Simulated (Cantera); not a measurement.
## Equilibrium for silicon nitride deposition: SiF₄ + N₂ + H₂

Charge: 1 mol SiF₄, a varied amount of N₂, 0.18 mol H₂, at 1050 K and 1.00 Torr.

Method: chemical equilibrium by Gibbs-energy minimisation in Cantera with the NASA 1993 tables (ideal gas, pure condensed phases). Candidate condensed phases: Si, Si₃N₄; 37 gas species. N₂ is the only nitrogen source here; it is nearly inert below about 1500 K, so the nitride shown seldom forms there in practice. The tables' values for SiF₃ are old estimates; treat these amounts as uncertain. Rates play no part.

From 12 mol N₂ to 87 mol N₂ the condensed part is Si₃N₄(s). The main Si-bearing gas is SiF₄ throughout.

```
n(N₂) (mol)  log p N₂  log p SiF₄  log p H₂  log p HF  log p SiF₃  n Si₃N₄(s)
-----------  --------  ----------  --------  --------  ----------  ----------
12              -2.92       -4.00     -4.74     -6.56       -7.05    0.000126
22              -2.90       -4.24     -4.99     -6.74       -7.23    0.000154
31              -2.89       -4.38     -5.13     -6.85       -7.34    0.000172
40              -2.89       -4.49     -5.24     -6.93       -7.42    0.000186
50              -2.89       -4.59     -5.33     -7.00       -7.49    0.000199
59              -2.88       -4.66     -5.40     -7.05       -7.55    0.000209
68              -2.88       -4.72     -5.47     -7.10       -7.59    0.000217
78              -2.88       -4.77     -5.52     -7.14       -7.64    0.000226
87              -2.88       -4.82     -5.57     -7.18       -7.67    0.000233
```
log p: log10 of the partial pressure in bar; n: condensed amount in mol.
